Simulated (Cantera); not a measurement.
Input: 1 mol toluene, 1.5 mol O2, equilibrated at 2773.15 K and 0.00130 bar.

Method: chemical equilibrium by Gibbs-energy minimisation in Cantera with the NASA 1993 tables (ideal gas, pure condensed phases). Candidate condensed phases: C, C6H6, C7H8, C8H18, H2O; 110 gas species. Rates play no part.

Base state: H 0.598, CO 0.290, H2 0.0840, C3 0.0174, C 0.00377, C2H2 (acetylene) 0.00256, C2H 0.00220, C2 0.00169 (mole fractions); condensed: C(graphite).

Task: What changes in the equilibrium state with this change: temperature from 2773.15 K to 2125 K?

Result: 
```tsv
species	before	after
H2	0.0840	0.514
CO	0.290	0.413
H	0.598	0.0722
C3	0.0174	3.85e-7
C5	0.000151	<1e-9
C2	0.00169	3.32e-8
C(graphite), mol	3.28	3.99
```
